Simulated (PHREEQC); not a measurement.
Dissolve 1.2 mol/kgw NaCl, 0.033 mol/kgw H3BO3 and 1.4 mol/kgw KBr at 15 °C. Closed to the air; pH follows from the charge balance.

All values are PHREEQC results (Pitzer model, pitzer.dat), not measurements.

Question: The ionic strength comes out as 2.60 mol/kgw. What activity coefficients do Cl-, H+, Br-, Na+, B(OH)4- get?

Answer: Cl- 0.56, H+ 1.5, Br- 0.60, Na+ 0.76, B(OH)4- 0.33. Single-ion values are on the MacInnes scale.

This is a speciation only: nothing precipitates in the calculation. In brines, pH and single-ion activities rest on the MacInnes convention.
